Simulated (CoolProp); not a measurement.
A simple Rankine cycle with R134a: condensing at 314.15 K, boiler at 2.87 MPa, turbine inlet 372.2 K, turbine efficiency 0.65, pump efficiency 0.6, no recuperator. Each further row changes one setting.

Values from CoolProp's reference Helmholtz-energy equation of state, Tillner-Roth 1994.

```tsv
case	thermal efficiency (%)	net work (kJ/kg)	heat in (kJ/kg)	turbine exit temperature (K)	volume ratio over the turbine
as stated	5.9	11.4	194	332.8	3.08
turbine inlet 392.2 K	6.1	13.5	221	356.9	2.93
condensing temperature 306.15 K	7.0	14.3	205	326.2	3.86
boiler pressure 2.01 MPa	4.2	8.91	210	350.3	2.00
turbine efficiency 0.55	4.8	9.22	194	334.8	3.11
```
